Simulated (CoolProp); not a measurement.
Saturation properties of R245fa.

The numbers come from the reference Helmholtz-energy equation of state, Akasaka 2015 in CoolProp.

```csv
T (K),p (MPa),vapour density (kg/m³),liquid viscosity (µPa s)
240.9,0.009616,0.6486,839
243.2,0.01107,0.7400,810
245.6,0.01277,0.8464,781
247.9,0.01460,0.9598,755
250.2,0.01665,1.085,731
252.6,0.01903,1.230,706
254.9,0.02157,1.384,683
257.2,0.02438,1.552,662
259.6,0.02763,1.745,640
261.9,0.03106,1.948,621
264.2,0.03484,2.169,602
266.6,0.03918,2.422,583
268.9,0.04373,2.685,566
```

It boils at 288.2 K under 1 atm.

Viscosity comes from a separate model (Bell 2016), an estimate that may be off by 10 % or more.
